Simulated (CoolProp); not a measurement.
A single-stage vapour-compression cycle with the fluid: evaporating at 294.15 K (dew point), condensing at 316.15 K (bubble point), superheat 8 K, subcooling 2 K, compressor efficiency 0.75, no pressure losses. The same conditions are run with several fluids, on thermodynamics alone (safety and materials aside).

The numbers come from the reference Helmholtz-energy equation of state of each fluid (R1224YDZ: Akasaka 2023; sulfur dioxide: Gao 2016; R113: Marx 1992; R236EA: Rui 2013; R410A: Lemmon 2003; isobutane: Bücker 2006) in CoolProp. Blends and air are pseudo-pure fits.

| fluid | cooling COP | pressure ratio | discharge temperature (K) | refrigerating effect (kJ/kg) | volumetric capacity (kJ/m³) |
|---|---|---|---|---|---|
| R1224YDZ | 9.31 | 2.10 | 325.5 | 150 | 1190 |
| sulfur dioxide | 9.15 | 2.01 | 361.9 | 338 | 3130 |
| R113 | 9.47 | 2.27 | 325.4 | 139 | 404 |
| R236EA | 9.20 | 2.07 | 322.9 | 139 | 1600 |
| R410A | 8.12 | 1.76 | 337.2 | 168 | 9190 |
| isobutane | 9.16 | 1.84 | 325.1 | 298 | 2340 |
